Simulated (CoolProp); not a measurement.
Values from CoolProp's reference Helmholtz-energy equation of state, Schmidt 1985.

Give the vapour pressure (bar), vapour density (kg/m³), surface tension (mN/m), liquid conductivity (mW/(m K)) of saturated oxygen at -154.55, -149.65, -127.15 °C.


| T (°C) | p (bar) | vapour density (kg/m³) | surface tension (mN/m) | liquid conductivity (mW/(m K)) |
|---|---|---|---|---|
| -154.55 | 9.42 | 36.2 | 6.44 | 109 |
| -149.65 | 12.5 | 47.9 | 5.39 | 102 |
| -127.15 | 35.9 | 165 | 1.11 | 69.6 |

Thermal conductivity comes from a separate model (Lemmon 2004). Surface tension comes from a separate correlation (Mulero 2012).
